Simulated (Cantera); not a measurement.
Feed: 1 mol H₂S, 0.17 mol O₂, equilibrated at 1 atm.

Method: chemical equilibrium by Gibbs-energy minimisation in Cantera with the NASA 1993 tables (ideal gas, pure condensed phases). Candidate condensed phases: H₂O, H₂SO₄, S; 19 gas species. Kinetics and transport are ignored. All values below are at 1775 K.

Base state: H₂ 0.301, S₂ 0.262, H₂O 0.236, H₂S 0.183, SH 0.0114, SO₂ 0.00382, SO 0.00171, S₂O 0.00108 (mole fractions); condensed: gas only.

Problem. What changes in the equilibrium state with this change: O₂ from 0.17 to 2.7 mol?

Solution. 
```
species    before    after
-------  --------  -------
O₂        1.10e-9    0.374
H₂O         0.236    0.312
SO₂       0.00382    0.311
H₂          0.301  2.16e-5
S₂          0.262    <1e-9
H₂S         0.183    <1e-9
SH         0.0114    <1e-9
SO₃       1.47e-9  0.00220
S₂O       0.00108    <1e-9
S        0.000308    <1e-9
O         3.15e-9  5.82e-5
SO        0.00171  7.52e-6
```

Problem. What changes in the equilibrium state with this change: O₂ from 0.17 to 2.1 mol?

Solution. 
| species | before | after |
|---|---|---|
| H₂O | 0.236 | 0.384 |
| SO₂ | 0.00382 | 0.383 |
| O₂ | 1.10e-9 | 0.230 |
| H₂ | 0.301 | 3.39e-5 |
| S₂ | 0.262 | <1e-9 |
| H₂S | 0.183 | <1e-9 |
| SH | 0.0114 | <1e-9 |
| SO₃ | 1.47e-9 | 0.00212 |
| S₂O | 0.00108 | <1e-9 |
| S | 0.000308 | <1e-9 |
